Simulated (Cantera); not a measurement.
## Equilibrium for boron, boron nitride and boron oxide: B2H6 + N2 + H2 + H2O

Input: 1 mol B2H6, 26 mol N2, 2.3 mol H2, 0.15 mol H2O, held at 13.0 Pa.

Cantera equilibrium calculation (NASA polynomials, part measured and part estimated; ideal gas, pure solids and liquids). Candidate condensed phases: B, BN, B2O3, B3O3H3, H2O; 39 gas species. The feed counts by its element totals alone. N2 is the only nitrogen source here; it is nearly inert below about 1500 K, so the nitride shown seldom forms there in practice. Mutual solubility and eutectic melting of coexisting phases are not modelled. The tables' values for BH2 are old estimates; treat these amounts as uncertain. Kinetics and transport are ignored.

```
T (°C)  log p N2  log p H  log p H2  log p B  log p BO  log p HBO  log p HBO2  n BN(s)  n B2O3(l)  n B(s)
------  --------  -------  --------  -------  --------  ---------  ----------  -------  ---------  ------
827        -3.97    -9.90     -4.63     <-15    -12.67      -9.14       -7.75     1.90     0.0463       0
927        -3.97    -9.02     -4.64     <-15    -10.73      -7.99       -7.08     1.91     0.0334       0
1027       -3.97    -8.27     -4.64     <-15     -9.23      -7.15       -6.79     1.91          0       0
1127       -3.97    -7.63     -4.64   -15.87     -8.21      -6.70       -7.06     1.89          0       0
1227       -3.97    -7.07     -4.64   -13.86     -7.45      -6.43       -7.56     1.86          0       0
1327       -3.97    -6.59     -4.64   -12.10     -6.97      -6.38       -8.34     1.85          0       0
1427       -3.97    -6.16     -4.65   -10.56     -6.65      -6.45       -9.25     1.85          0       0
1527       -3.98    -5.77     -4.66    -9.18     -6.46      -6.59      -10.23     1.85          0       0
1627       -3.98    -5.44     -4.68    -7.95     -6.34      -6.79      -11.24     1.85          0       0
1727       -3.98    -5.16     -4.74    -6.88     -6.30      -7.04      -12.26        0          0    1.81
1827       -3.99    -4.92     -4.82    -6.19     -6.28      -7.30      -12.94        0          0    1.68
1927       -4.01    -4.73     -4.96    -5.56     -6.28      -7.60      -13.63        0          0    1.10
2027       -4.04    -4.60     -5.18    -5.19     -6.30      -7.92      -14.13        0          0       0
```
log p: log10 of the partial pressure in bar; n: condensed amount in mol.

From 827 °C to 927 °C the condensed part is BN(s) + B2O3(l). From 1027 °C to 1627 °C the condensed part is BN(s). From 1727 °C to 1927 °C the condensed part is B(s). At 2027 °C nothing is condensed. The main B-bearing gas is HBO2 at 827 °C and B at 2027 °C. The share of B in condensed phases is highest at 827 °C (99.8 %) and lowest at 2027 °C (0.0 %).
